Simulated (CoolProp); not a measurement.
Vapour-liquid equilibrium of n-heptane (1) + m-xylene (2) at 0.0113 bar; x and y are mole fractions of (1).

Values from CoolProp's multi-fluid Helmholtz-energy mixture model, Span 2003 and Zhou 2012; pair parameters Bell 2016.

```json
[
 {"x": "0.05", "bubble temperature (K)": "293.1", "y at the bubble point": "0.300", "dew temperature at overall composition x (K)": "297.6", "liquid density (mol/L)": "8.065"},
 {"x": "0.15", "bubble temperature (K)": "286.4", "y at the bubble point": "0.582", "dew temperature at overall composition x (K)": "295.9", "liquid density (mol/L)": "7.974"},
 {"x": "0.25", "bubble temperature (K)": "282.2", "y at the bubble point": "0.714", "dew temperature at overall composition x (K)": "294.1", "liquid density (mol/L)": "7.867"},
 {"x": "0.35", "bubble temperature (K)": "279.2", "y at the bubble point": "0.792", "dew temperature at overall composition x (K)": "292.1", "liquid density (mol/L)": "7.754"},
 {"x": "0.45", "bubble temperature (K)": "276.9", "y at the bubble point": "0.844", "dew temperature at overall composition x (K)": "289.9", "liquid density (mol/L)": "7.639"},
 {"x": "0.55", "bubble temperature (K)": "274.9", "y at the bubble point": "0.884", "dew temperature at overall composition x (K)": "287.3", "liquid density (mol/L)": "7.525"},
 {"x": "0.65", "bubble temperature (K)": "273.3", "y at the bubble point": "0.916", "dew temperature at overall composition x (K)": "284.4", "liquid density (mol/L)": "7.411"},
 {"x": "0.75", "bubble temperature (K)": "271.7", "y at the bubble point": "0.944", "dew temperature at overall composition x (K)": "280.9", "liquid density (mol/L)": "7.299"},
 {"x": "0.85", "bubble temperature (K)": "270.4", "y at the bubble point": "0.968", "dew temperature at overall composition x (K)": "276.6", "liquid density (mol/L)": "7.190"},
 {"x": "0.95", "bubble temperature (K)": "269.0", "y at the bubble point": "0.990", "dew temperature at overall composition x (K)": "271.4", "liquid density (mol/L)": "7.082"}
]
```

No azeotrope shows between x = 0.05 and 0.95.

The pair parameters rest on a limited set of measurements; away from them the model extrapolates.
